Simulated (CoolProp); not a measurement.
The fluid at 370.39 K and 0.156 MPa flows at 13 m/s in a round tube of 20 mm bore and 0.25 µm roughness, fully developed (64/Re and Nu = 3.66 if laminar; Colebrook and Gnielinski if turbulent). The same conditions are run with several fluids, on thermodynamics alone (safety and materials aside).

The numbers come from the reference Helmholtz-energy equation of state of each fluid (R22: Kamei 1995; CH2F2 (R32): Tillner-Roth 1997; R404A: Lemmon 2003; R507A: Lemmon 2003; R245fa: Akasaka 2015) in CoolProp. Blends and air are pseudo-pure fits.

| fluid | Reynolds number | Darcy friction factor | pressure drop (Pa/m) | heat-transfer coefficient (W/(m² K)) | mass flow (kg/h) |
|---|---|---|---|---|---|
| R22 | 67300 | 0.0196 | 367 | 115 | 65.1 |
| CH2F2 (R32) | 41800 | 0.0218 | 245 | 96.7 | 39.1 |
| R404A | 86700 | 0.0186 | 393 | 163 | 73.6 |
| R507A | 87100 | 0.0186 | 398 | 164 | 74.5 |
| R245fa | 123000 | 0.0173 | 509 | 227 | 102 |

Transport values come from each fluid's own correlations; those of R22, CH2F2 (R32), R245fa are estimates that may be off by 10 % or more.
